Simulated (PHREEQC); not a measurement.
Solution (64 °C): 0.0033 mol NaHS per kg of water. It is in equilibrium with CO2 at log p = -3.5 (atm). Otherwise closed; pH follows from the charge balance.

The numbers come from PHREEQC with the ion-association model, phreeqc.dat.

No solid was allowed to form.

**Question.** Estimate the pH, specific conductance.

**Answer.** pH 7.81; specific conductance 728 µS/cm.

**Question.** In which forms is S present?

**Answer.** HS- 95 %, H2S 5.5 % of the S.

Species that the database lacks are ignored. Constants without temperature data keep their 25 °C values here.
